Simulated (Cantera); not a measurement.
Feed: 1 mol Si(CH3)4, 0.047 mol HCl, 15 mol H2, equilibrated at 1.33 mbar.

Cantera equilibrium calculation (NASA polynomials, part measured and part estimated; ideal gas, pure solids and liquids). Candidate condensed phases: C, C6H6, C7H8, C8H18, Si, SiC; 109 gas species. The tables' values for SiCl are old estimates; treat these amounts as uncertain. Gases not in the tables: Si2H6 and higher silanes. Rates play no part.

x: gas mole fraction; n: condensed amount in mol.

| T (K) | x H2 | x H | x Si | x SiC2 | x C2H2 (acetylene) | x HCl | x Si2C | n C(graphite) | n SiC(s) |
|---|---|---|---|---|---|---|---|---|---|
| 1050 | 0.998 | 2.22e-7 | <1e-12 | <1e-12 | 4.13e-9 | 0.00223 | <1e-12 | 3.00 | 1.00 |
| 1150 | 0.998 | 2.04e-6 | <1e-12 | <1e-12 | 3.86e-8 | 0.00223 | <1e-12 | 3.00 | 1.00 |
| 1250 | 0.998 | 1.32e-5 | 1.41e-11 | <1e-12 | 2.51e-7 | 0.00223 | <1e-12 | 3.00 | 1.000 |
| 1350 | 0.998 | 6.52e-5 | 5.69e-10 | <1e-12 | 1.24e-6 | 0.00223 | <1e-12 | 3.00 | 1.000 |
| 1450 | 0.997 | 0.000259 | 1.37e-8 | 1.54e-11 | 4.86e-6 | 0.00223 | 1.39e-11 | 3.00 | 1.000 |
| 1550 | 0.997 | 0.000861 | 2.19e-7 | 5.80e-10 | 1.60e-5 | 0.00223 | 4.89e-10 | 3.00 | 1.000 |
| 1650 | 0.995 | ? | ? | ? | ? | 0.00223 | ? | 3.00 | 1.000 |
| 1750 | 0.991 | 0.00634 | 2.14e-5 | 2.31e-7 | 0.000114 | 0.00221 | 1.73e-7 | 3.00 | 0.999 |
| 1850 | 0.983 | 0.0146 | 0.000146 | 2.82e-6 | 0.000257 | 0.00219 | 2.00e-6 | 2.99 | 0.997 |
| 1950 | 0.966 | 0.0308 | 0.000810 | 2.64e-5 | 0.000528 | 0.00214 | 1.79e-5 | 3.00 | 0.981 |
| 2050 | 0.933 | ? | ? | ? | ? | 0.00205 | ? | 3.04 | ? |
| 2150 | 0.871 | 0.108 | 0.0155 | 0.00122 | 0.00169 | 0.00188 | 0.000761 | 3.27 | 0.580 |
| 2250 | 0.776 | 0.179 | 0.0340 | 0.00393 | 0.00260 | 0.00164 | 0.00145 | 3.65 | 0 |

### Question
Fill in the missing entries.

### Answer

- 1650, x H: 0.00248
- 1650, x Si: 2.49e-6
- 1650, x SiC2: 1.39e-8
- 1650, x C2H2 (acetylene): 4.54e-5
- 1650, x Si2C: 1.10e-8
- 2050, x H: 0.0600
- 2050, x Si: 0.00381
- 2050, x SiC2: 0.000198
- 2050, x C2H2 (acetylene): 0.000990
- 2050, x Si2C: 0.000128
- 2050, n SiC(s): 0.905
